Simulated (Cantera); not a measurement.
Input: 1 mol B2O3, 0.51 mol N2, equilibrated at 2173 K and 0.100 bar.

Cantera equilibrium calculation (NASA polynomials, part measured and part estimated; ideal gas, pure solids and liquids). Candidate condensed phases: B, BN, B2O3; 17 gas species. Kinetics and transport are ignored.

Base state: B2O3 0.653, N2 0.336, BO2 0.00557, BO 0.00393, B2O2 0.000921, NO 5.43e-5, O 2.31e-5, O2 1.03e-5 (mole fractions); condensed: gas only.

### Question
What changes in the equilibrium state with this change: temperature from 2173 K to 2398 K?

### Answer
```
species   before     after
-------  -------  --------
B2O3       0.653     0.629
N2         0.336     0.331
BO2      0.00557    0.0200
BO       0.00393    0.0177
O        2.31e-5  0.000286
O2       1.03e-5  0.000111
```
